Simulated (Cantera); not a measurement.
An adiabatic, constant-volume homogeneous reactor starts with CH3OH : O2 : N2 : H2O = 1 : 1.07 : 6.86 : 0.62 (molar parts), equivalence ratio 1.4, at 1475 K and 101000 Pa.

Model: GRI-Mech 3.0 (53 species, 325 reactions), integrated in Cantera. GRI-Mech 3.0 was tuned for natural gas; its chemistry of methanol as a main component is partial and can be far from experiment.

### Question
Predict: time of steepest temperature rise; temperature at 2.00 s; equilibrium temperature; x(O2) at 2.00 s; x(H2O) at 2.00 s; x(HCN) at 2.00 s; x(CO2) at 2.00 s.

### Answer
| Quantity | Value |
|---|---|
| time of steepest temperature rise | 0.231 ms |
| temperature at 2.00 s | 2644 K |
| equilibrium temperature | 2644 K |
| x(O2) at 2.00 s | 0.00193 (gas-phase equilibrium 0.00193) |
| x(H2O) at 2.00 s | 0.202 (gas-phase equilibrium 0.202) |
| x(HCN) at 2.00 s | 6.25e-9 (gas-phase equilibrium 6.25e-9) |
| x(CO2) at 2.00 s | 0.0425 (gas-phase equilibrium 0.0425) |
